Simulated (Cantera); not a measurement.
Gas mixture: 100 % N₂O, at 4.50 Torr, frozen composition.

Cantera's kinetic-theory transport with the Lennard-Jones parameters of GRI-Mech 3.0, ideal gas; thermal conductivity in the mixture-averaged form. The composition is frozen, though it would react at the higher temperatures.

D: mixture-averaged diffusion coefficient of that species in the mixture.

| T (K) | ρ (kg/m³) | cp (J/kg/K) | μ (µPa s) | λ (mW/m/K) | Pr | D (cm²/s) NH₃ | D (cm²/s) N₂ | D (cm²/s) CH₄ |
|---|---|---|---|---|---|---|---|---|
| 400 | 0.00794 | 970.3 | ___ | 25.5 | 0.741 | 47.6 | 44.5 | 49.1 |
| 500 | 0.00635 | 1043 | ___ | 33.2 | 0.740 | 73.3 | 66.1 | 73.4 |
| 600 | 0.00529 | 1101 | ___ | 40.7 | 0.739 | 103 | 90.8 | 101 |
| 700 | 0.00454 | 1150 | ___ | 47.9 | 0.739 | 138 | 118 | 133 |
| 800 | 0.00397 | 1192 | ___ | 54.9 | 0.739 | 176 | 149 | 167 |
| 900 | 0.00353 | 1227 | 37.1 | 61.5 | 0.740 | 217 | 182 | 204 |
| 1000 | 0.00318 | 1255 | 40.0 | 68.0 | 0.739 | 262 | 217 | 244 |
| 1100 | 0.00289 | 1275 | 42.8 | 74.1 | 0.736 | 310 | 255 | 287 |

Fill in the missing entries.


- 400, μ (µPa s): 19.5
- 500, μ (µPa s): 23.6
- 600, μ (µPa s): 27.3
- 700, μ (µPa s): 30.8
- 800, μ (µPa s): 34.0
